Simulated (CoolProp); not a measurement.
Computed with CoolProp (reference Helmholtz-energy equation of state, Span 2000).

### Question
Give the vapour pressure (MPa), vapour density (kg/m³), liquid conductivity (mW/(m K)) of saturated nitrogen at -168.85 °C.

### Answer
| T (°C) | p (MPa) | vapour density (kg/m³) | liquid conductivity (mW/(m K)) |
|---|---|---|---|
| -168.85 | 1.04 | 42.9 | 91.6 |

Thermal conductivity comes from a separate model (Lemmon 2004).
